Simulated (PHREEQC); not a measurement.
Dissolve 0.12 mol/kgw CuCl2 and 0.075 mol/kgw HCl at 25 °C. Closed to the air; pH follows from the charge balance.

The numbers come from PHREEQC with the ion-association model, phreeqc.dat.

| Property | Value |
|---|---|
| pH | 1.24 |
| ionic strength | 0.390 mol/kgw |
| activity of water | 0.992 |
| density | 1.013 g/cm³ |
| total alkalinity | -75.0 meq/kg |

```
species  molality  activity   log γ
-------  --------  --------  ------
Cl-         0.292     0.195  -0.176
Cu+2       0.0980    0.0263  -0.571
H+         0.0750    0.0580  -0.112
CuCl+      0.0206    0.0138  -0.175
CuCl2     0.00132   0.00144   0.039
CuCl3-    1.49e-6   9.95e-7  -0.175
CuOH+     6.74e-9   4.50e-9  -0.175
CuCl4-2   4.13e-9  9.70e-10  -0.629
```

No solid was allowed to form. Complexes and solids missing from the database can't appear.
